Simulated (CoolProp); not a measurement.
Vapour-liquid equilibrium of o-xylene (1) + n-decane (2) at 1.04 MPa; x and y are mole fractions of (1).

Values from CoolProp's multi-fluid Helmholtz-energy mixture model, Zhou 2012 and Lemmon 2006; pair parameters Bell 2016.

```
x     bubble temperature, mixture model (°C)  bubble temperature, Raoult's law (°C)  y, mixture model  y, Raoult's law
----  --------------------------------------  -------------------------------------  ----------------  ---------------
0.05                                     ___                                  292.5             0.065            0.080
0.15                                   289.2                                  288.5             0.193            0.226
0.25                                     ___                                  284.6             0.314            0.356
0.35                                   282.0                                  280.9             0.429            0.473
0.45                                   278.5                                  277.4               ___            0.578
0.55                                     ___                                  274.0               ___            0.673
0.65                                   271.6                                  270.8             0.729            0.759
0.75                                   268.3                                  267.7               ___            0.836
0.85                                   265.1                                  264.7             0.894            0.906
0.95                                   262.0                                  261.9             0.966            0.970
```

Task: What belongs in the gaps?

Result: 
- 0.05, bubble temperature, mixture model (°C): 292.8
- 0.25, bubble temperature, mixture model (°C): 285.6
- 0.45, y, mixture model: 0.536
- 0.55, bubble temperature, mixture model (°C): 275.0
- 0.55, y, mixture model: 0.636
- 0.75, y, mixture model: 0.815

The largest gap from Raoult's law is +1.1 K in bubble temperature, at x = 0.35. No azeotrope shows between x = 0.05 and 0.95.

The pair parameters rest on a limited set of measurements; away from them the model extrapolates.
